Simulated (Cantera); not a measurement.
A Cantera script and what it prints.

```python
import numpy as np
import cantera as ct

gas_names = """
    B BH BH2 BH3 BN BO BO2 B2 B2O B2O2 B2O3 B3O3H3 H HBO HBO2 HNO HNO2 HNO3 HO2 H2 H2O H2O2 H3B3O6 N NH
    NH2 NH3 NH2OH NO NO2 NO3 N2 N2H2 N2H4 N2O O OH O2 O3
""".split()
cond_names = """
    B(b) B(L) BN(s) B2O3(L) B3O3H3(cr) H2O(s) H2O(L)
""".split()


# ... load() reads the species with a 1 bar reference pressure and builds the phases ...
atoms = {
    'borazine': {'B': 3, 'N': 3, 'H': 6},
    'H2O': {'H': 2, 'O': 1},
    'H2': {'H': 2},
}
top_T = {'BN(s)': 3200}  # K; cautious upper limits of use, not melting points


# ... equilibrate(T, P, feed) seeds the gas with the atoms and calls Mixture.equilibrate('TP', solver="vcs", rtol=1e-11, max_steps=5000) ...
results = []
P = 5200  # Pa
for T in [1025, 1075, 1125, 1175, 1225, 1275, 1325, 1375, 1425, 1475, 1525, 1575, 1625, 1675]:
    for m in [0.19, 0.24, 0.29, 0.35, 0.43, 0.53, 0.65, 0.8, 0.97]:
        feed = {'borazine': 1, 'H2O': m, 'H2': 73}  # mol
        mix = equilibrate(T, P, feed)
        results.append((T, P, feed, dict(zip(mix.species_names, mix.species_moles))))

for T, P, feed, n in results:
    print(f"{T:7g} {feed['H2O']:10.4g}  " + (" + ".join(c for c in cond_names if n.get(c, 0) > 1e-12) or "gas only"))
```

Output:

```
   1025       0.19  BN(s) + B2O3(L)
   1025       0.24  BN(s) + B2O3(L)
   1025       0.29  BN(s) + B2O3(L)
   1025       0.35  BN(s) + B2O3(L)
   1025       0.43  BN(s) + B2O3(L)
   1025       0.53  BN(s) + B2O3(L)
   1025       0.65  BN(s) + B2O3(L)
   1025        0.8  BN(s) + B2O3(L)
   1025       0.97  BN(s) + B2O3(L)
   1075       0.19  BN(s) + B2O3(L)
   1075       0.24  BN(s) + B2O3(L)
   1075       0.29  BN(s) + B2O3(L)
   1075       0.35  BN(s) + B2O3(L)
   1075       0.43  BN(s) + B2O3(L)
   1075       0.53  BN(s) + B2O3(L)
   1075       0.65  BN(s) + B2O3(L)
   1075        0.8  BN(s) + B2O3(L)
   1075       0.97  BN(s) + B2O3(L)
   1125       0.19  BN(s) + B2O3(L)
   1125       0.24  BN(s) + B2O3(L)
   1125       0.29  BN(s) + B2O3(L)
   1125       0.35  BN(s) + B2O3(L)
   1125       0.43  BN(s) + B2O3(L)
   1125       0.53  BN(s) + B2O3(L)
   1125       0.65  BN(s) + B2O3(L)
   1125        0.8  BN(s) + B2O3(L)
   1125       0.97  BN(s) + B2O3(L)
   1175       0.19  BN(s) + B2O3(L)
   1175       0.24  BN(s) + B2O3(L)
   1175       0.29  BN(s) + B2O3(L)
   1175       0.35  BN(s) + B2O3(L)
   1175       0.43  BN(s) + B2O3(L)
   1175       0.53  BN(s) + B2O3(L)
   1175       0.65  BN(s) + B2O3(L)
   1175        0.8  BN(s) + B2O3(L)
   1175       0.97  BN(s) + B2O3(L)
   1225       0.19  BN(s) + B2O3(L)
   1225       0.24  BN(s) + B2O3(L)
   1225       0.29  BN(s) + B2O3(L)
   1225       0.35  BN(s) + B2O3(L)
   1225       0.43  BN(s) + B2O3(L)
   1225       0.53  BN(s) + B2O3(L)
   1225       0.65  BN(s) + B2O3(L)
   1225        0.8  BN(s) + B2O3(L)
   1225       0.97  BN(s) + B2O3(L)
   1275       0.19  BN(s) + B2O3(L)
   1275       0.24  BN(s) + B2O3(L)
   1275       0.29  BN(s) + B2O3(L)
   1275       0.35  BN(s) + B2O3(L)
   1275       0.43  BN(s) + B2O3(L)
   1275       0.53  BN(s) + B2O3(L)
   1275       0.65  BN(s) + B2O3(L)
   1275        0.8  BN(s) + B2O3(L)
   1275       0.97  BN(s) + B2O3(L)
   1325       0.19  BN(s) + B2O3(L)
   1325       0.24  BN(s) + B2O3(L)
   1325       0.29  BN(s) + B2O3(L)
   1325       0.35  BN(s) + B2O3(L)
   1325       0.43  BN(s) + B2O3(L)
   1325       0.53  BN(s) + B2O3(L)
   1325       0.65  BN(s) + B2O3(L)
   1325        0.8  BN(s) + B2O3(L)
   1325       0.97  BN(s) + B2O3(L)
   1375       0.19  BN(s) + B2O3(L)
   1375       0.24  BN(s) + B2O3(L)
   1375       0.29  BN(s) + B2O3(L)
   1375       0.35  BN(s) + B2O3(L)
   1375       0.43  BN(s) + B2O3(L)
   1375       0.53  BN(s) + B2O3(L)
   1375       0.65  BN(s) + B2O3(L)
   1375        0.8  BN(s) + B2O3(L)
   1375       0.97  BN(s) + B2O3(L)
   1425       0.19  BN(s)
   1425       0.24  BN(s)
   1425       0.29  BN(s) + B2O3(L)
   1425       0.35  BN(s) + B2O3(L)
   1425       0.43  BN(s) + B2O3(L)
   1425       0.53  BN(s) + B2O3(L)
   1425       0.65  BN(s) + B2O3(L)
   1425        0.8  BN(s) + B2O3(L)
   1425       0.97  BN(s) + B2O3(L)
   1475       0.19  BN(s)
   1475       0.24  BN(s)
   1475       0.29  BN(s)
   1475       0.35  BN(s)
   1475       0.43  BN(s)
   1475       0.53  BN(s) + B2O3(L)
   1475       0.65  BN(s) + B2O3(L)
   1475        0.8  BN(s) + B2O3(L)
   1475       0.97  BN(s) + B2O3(L)
   1525       0.19  BN(s)
   1525       0.24  BN(s)
   1525       0.29  BN(s)
   1525       0.35  BN(s)
   1525       0.43  BN(s)
   1525       0.53  BN(s)
   1525       0.65  BN(s)
   1525        0.8  BN(s)
   1525       0.97  BN(s) + B2O3(L)
   1575       0.19  BN(s)
   1575       0.24  BN(s)
   1575       0.29  BN(s)
   1575       0.35  BN(s)
   1575       0.43  BN(s)
   1575       0.53  BN(s)
   1575       0.65  BN(s)
   1575        0.8  BN(s)
   1575       0.97  BN(s)
   1625       0.19  BN(s)
   1625       0.24  BN(s)
   1625       0.29  BN(s)
   1625       0.35  BN(s)
   1625       0.43  BN(s)
   1625       0.53  BN(s)
   1625       0.65  BN(s)
   1625        0.8  BN(s)
   1625       0.97  BN(s)
   1675       0.19  BN(s)
   1675       0.24  BN(s)
   1675       0.29  BN(s)
   1675       0.35  BN(s)
   1675       0.43  BN(s)
   1675       0.53  BN(s)
   1675       0.65  BN(s)
   1675        0.8  BN(s)
   1675       0.97  BN(s)
```

Method: chemical equilibrium by Gibbs-energy minimisation in Cantera with the NASA 1993 tables (ideal gas, pure condensed phases). The feed counts by its element totals alone. Mutual solubility and eutectic melting of coexisting phases are not modelled. Gases not in the tables: H3BO3.
